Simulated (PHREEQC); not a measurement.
A PHREEQC input (ion-association model, wateq4f.dat):

```
SOLUTION 1
  temp 25
  units mg/kgw
  pH 6.75
  pe 2.9
  Na 7.51
  K 0.269
  Ca 1,62
  Mg 0.226
  Cl 4.61
  S(6) 11.1 as SO4
  Alkalinity 4.71 as HCO3
  Mn(2) 0.00557
END
USE solution 1
EQUILIBRIUM_PHASES 1
  Quartz 0 0.5
  CO2(g) -3.4 10
END
```

The run finishes without an error or a warning.

Its last state differs from that of the intended input:

```
quantity                    as run  intended
------------------------  --------  --------
ionic strength (mol/kgw)  0.000567  0.000597
CaSO4 (mol/kgw)            4.52e-7   7.26e-7
CaHCO3+ (mol/kgw)          2.15e-8   3.48e-8
CaCO3 (mol/kgw)            1.60e-9   2.58e-9
CaOH+ (mol/kgw)           4.65e-11  7.51e-11
```

One thing in the input isn't as intended. What explains the difference?

Several could match; the one computed here: The fault: a decimal comma in the Ca value. The line should read `Ca 1.62` where the input has `Ca 1,62`.
